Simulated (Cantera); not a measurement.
What does this Cantera script print?

```python
import numpy as np
import cantera as ct

gas = ct.Solution("gri30.yaml")
gas.TPX = 450, 130000, {'CH4': 1, 'C2H6': 0.64, 'O2': 2.83, 'N2': 10.6}
inlet = ct.Reservoir(gas, clone=True)
gas.equilibrate("HP")  # start burning
reactor = ct.IdealGasConstPressureReactor(gas, energy="on", clone=False)
exhaust = ct.Reservoir(gas, clone=True)
tau = [0.22, 0.057, 0.015, 0.0039, 0.001, 0.00027, 7.1e-05, 1.9e-05, 4.9e-06][0]
for a, b in ((inlet, reactor), (reactor, exhaust)):
    ct.MassFlowController(a, b, mdot=lambda t: reactor.mass / tau)
net = ct.ReactorNet([reactor])
show = ['CH4', 'C2H6', 'O2', 'HCN', 'CH3', 'O']

rows = []
print(f"{'tau/s':>10s}{'T/K':>9s}" + "".join(f"{s:>11s}" for s in show))
for tau in [0.22, 0.057, 0.015, 0.0039, 0.001, 0.00027, 7.1e-05, 1.9e-05, 4.9e-06]:
    net.initial_time = 0.0
    net.advance(30 * tau)
    before = gas.X
    net.advance(40 * tau)
    drift = np.max(np.abs(gas.X - before) / (gas.X + 1e-9))
    rows.append([gas.T, *gas[show].X, drift])
    print(f"{tau:10.3e}{gas.T:9.1f}" + "".join(f"{x:11.3e}" for x in gas[show].X))
```

Output:

```
     tau/s      T/K        CH4       C2H6         O2        HCN        CH3          O
 2.200e-01   2041.6  1.695e-04  2.589e-07  5.013e-05  1.769e-05  3.602e-05  1.733e-06
 5.700e-02   2040.0  3.802e-04  9.599e-07  1.555e-04  5.437e-05  9.781e-05  2.944e-06
 1.500e-02   2035.9  6.759e-04  3.356e-06  4.436e-04  1.246e-04  2.247e-04  6.199e-06
 3.900e-03   2024.7  1.034e-03  1.132e-05  1.203e-03  2.111e-04  4.585e-04  1.545e-05
 1.000e-03   1995.8  1.722e-03  4.117e-05  3.463e-03  2.212e-04  9.294e-04  3.975e-05
 2.700e-04   1871.0  5.105e-03  2.842e-04  1.523e-02  5.543e-05  2.086e-03  8.174e-05
 7.100e-05    450.0  6.636e-02  4.247e-02  1.878e-01 -3.736e-19 -1.078e-21  3.439e-31
 1.900e-05    450.0  6.636e-02  4.247e-02  1.878e-01 -2.918e-22 -5.722e-25  1.293e-32
 4.900e-06    450.0  6.636e-02  4.247e-02  1.878e-01 -1.843e-23  2.896e-26  4.156e-34
```

Computed with Cantera and GRI-Mech 3.0 (53 species, 325 reactions).
